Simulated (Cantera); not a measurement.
**Equilibrium for halide evaporation, hydrolysis and transport: MgCl₂ + H₂**

Feed: 1 mol MgCl₂, 77 mol H₂, at 2.10e-5 bar.

These are equilibrium values from Cantera (NASA tables, ideal gas, pure condensed phases), not measurements of a reactor. Candidate condensed phases: Mg, MgCl₂; 10 gas species. Rates play no part.

At 748 K the condensed part is MgCl₂(s). From 898 K to 2098 K nothing is condensed. The main Mg-bearing gas is MgCl₂ at 748 K and Mg at 2098 K.

```tsv
T (K)	x H₂	x H	x HCl	x MgCl₂	x Mg	x Cl	n MgCl₂(s)
748	0.999	6.28e-11	1.88e-6	0.000614	9.41e-7	<1e-12	0.953
898	0.987	2.37e-8	0.000118	0.0128	5.91e-5	2.78e-12	0
1048	0.986	1.67e-6	0.00109	0.0123	0.000541	1.68e-9	0
1198	0.982	4.11e-5	0.00537	0.0101	0.00268	1.95e-7	0
1348	0.971	0.000498	0.0154	0.00500	0.00767	6.57e-6	0
1498	0.960	0.00367	0.0235	0.000828	0.0118	7.26e-5	0
1648	0.944	0.0189	0.0245	7.78e-5	0.0124	0.000385	0
1798	0.891	0.0725	0.0229	8.69e-6	0.0122	0.00143	0
1948	0.752	0.214	0.0186	1.07e-6	0.0113	0.00396	0
2098	0.498	0.474	0.0113	1.12e-7	0.00961	0.00792	0
```
x: gas mole fraction; n: condensed amount in mol.
